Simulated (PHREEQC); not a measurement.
Ca(OH)2 is added in steps, without added water, to 1 kg of water holding 0.0012 mol/kgw HF and 7e-05 mol/kgw KF, at 50 °C. Oxygen alone is held at its pressure in air (log pO2 = -0.68). CO2 from the air is kept out. Solids allowed: Fluorite. Others were left out.

Base run: PHREEQC, ion-association model, phreeqc.dat. Each further column changes one thing. The table gives HF (mol/kgw).

```json
[
 {"Ca(OH)2 added (mol)": "0", "base": "0.000683", "HF from 0.0012 to 0.0006 mol/kgw": "0.000282", "0.0021 mol/kgw Na2SO4 added": "0.000615", "no solid may form": "0.000683"},
 {"Ca(OH)2 added (mol)": "0.0001625", "base": "0.000522", "HF from 0.0012 to 0.0006 mol/kgw": "0.000149", "0.0021 mol/kgw Na2SO4 added": "0.000483", "no solid may form": "0.000541"},
 {"Ca(OH)2 added (mol)": "0.0004875", "base": "0.000123", "HF from 0.0012 to 0.0006 mol/kgw": "1.38e-10", "0.0021 mol/kgw Na2SO4 added": "0.000113", "no solid may form": "0.000159"},
 {"Ca(OH)2 added (mol)": "0.00065", "base": "6.08e-10", "HF from 0.0012 to 0.0006 mol/kgw": "6.41e-11", "0.0021 mol/kgw Na2SO4 added": "7.26e-10", "no solid may form": "1.67e-9"},
 {"Ca(OH)2 added (mol)": "0.000975", "base": "5.87e-11", "HF from 0.0012 to 0.0006 mol/kgw": "2.71e-11", "0.0021 mol/kgw Na2SO4 added": "7.15e-11", "no solid may form": "2.23e-10"},
 {"Ca(OH)2 added (mol)": "0.001138", "base": "3.67e-11", "HF from 0.0012 to 0.0006 mol/kgw": "2.03e-11", "0.0021 mol/kgw Na2SO4 added": "4.46e-11", "no solid may form": "1.56e-10"},
 {"Ca(OH)2 added (mol)": "0.001463", "base": "1.95e-11", "HF from 0.0012 to 0.0006 mol/kgw": "1.30e-11", "0.0021 mol/kgw Na2SO4 added": "2.34e-11", "no solid may form": "9.71e-11"},
 {"Ca(OH)2 added (mol)": "0.001625", "base": "1.54e-11", "HF from 0.0012 to 0.0006 mol/kgw": "1.09e-11", "0.0021 mol/kgw Na2SO4 added": "1.84e-11", "no solid may form": "8.17e-11"},
 {"Ca(OH)2 added (mol)": "0.00195", "base": "1.06e-11", "HF from 0.0012 to 0.0006 mol/kgw": "8.05e-12", "0.0021 mol/kgw Na2SO4 added": "1.25e-11", "no solid may form": "6.20e-11"},
 {"Ca(OH)2 added (mol)": "0.002112", "base": "9.07e-12", "HF from 0.0012 to 0.0006 mol/kgw": "7.08e-12", "0.0021 mol/kgw Na2SO4 added": "1.06e-11", "no solid may form": "5.54e-11"},
 {"Ca(OH)2 added (mol)": "0.002437", "base": "6.95e-12", "HF from 0.0012 to 0.0006 mol/kgw": "5.66e-12", "0.0021 mol/kgw Na2SO4 added": "8.07e-12", "no solid may form": "4.56e-11"},
 {"Ca(OH)2 added (mol)": "0.0026", "base": "6.19e-12", "HF from 0.0012 to 0.0006 mol/kgw": "5.12e-12", "0.0021 mol/kgw Na2SO4 added": "7.15e-12", "no solid may form": "4.19e-11"}
]
```

Away from 25 °C the constants follow the database's enthalpies or fits; those with neither stay at their 25 °C values. In at least one series the solution becomes supersaturated in solids that the run did not let form, among them Fluorite. Solids allowed in the column '0.0021 mol/kgw Na2SO4 added': Anhydrite, Fluorite.
